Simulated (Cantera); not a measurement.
**Reactions in the system H-N-O-V**

Standard-state values (1 bar) from the NASA 1993 polynomials, evaluated with Cantera. Values are per mole of reaction as written; species without (g) are pure solids or liquids, kept so even where they would boil at 1 bar.

2 NH₃(g) + 2 VO₂(g) = 2 V + 3 H₂O(g) + N₂O(g)

| T (K) | ΔH° (kJ) | ΔS° (J/K) | ΔG° (kJ) | log10 K |
|---|---|---|---|---|
| 373 | -84.6 | -65.3 | -60.2 | 8.43 |
| 448 | -82.7 | -60.7 | -55.5 | 6.47 |
| 523 | -81.1 | -57.3 | -51.1 | 5.10 |
| 598 | -79.7 | -54.8 | -46.9 | 4.10 |
| 673 | -78.5 | -52.9 | -42.9 | 3.33 |
| 748 | -77.3 | -51.3 | -39.0 | 2.72 |
| 823 | -76.2 | -49.9 | -35.2 | 2.23 |
